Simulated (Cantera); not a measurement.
Charge: 1 mol BN, 11 mol NF₃, 51 mol H₂, at 1348 K and 0.100 bar.

These are equilibrium values from Cantera (NASA tables, ideal gas, pure condensed phases), not measurements of a reactor. Candidate condensed phases: B, BN; 31 gas species. Kinetics and transport are ignored.

Base state: H₂ 0.493, HF 0.411, N₂ 0.0822, BF₃ 0.0137 (mole fractions); condensed: gas only.

Question: What changes in the equilibrium state with this change: BN replaced by Si₃N₄?

Answer: 
| species | before | after |
|---|---|---|
| H₂ | 0.493 | 0.562 |
| HF | 0.411 | 0.292 |
| N₂ | 0.0822 | 0.104 |
| SiF₄ | 0 | 0.0416 |
| BF₃ | 0.0137 | 0 |
| SiHF₃ | 0 | 1.17e-5 |
| SiF₃ | 0 | 1.14e-5 |
The tables' values for SiF₃ are old estimates; treat these amounts as uncertain. Further candidate phases: Si, Si₃N₄.

Question: What changes in the equilibrium state with this change: H₂ from 51 to 0.94 mol?

Answer: 
```csv
species,before,after
F,<1e-9,0.721
N₂,0.0822,0.167
HF,0.411,0.0524
H₂,0.493,<1e-9
F₂,<1e-9,0.0316
BF₃,0.0137,0.0279
```
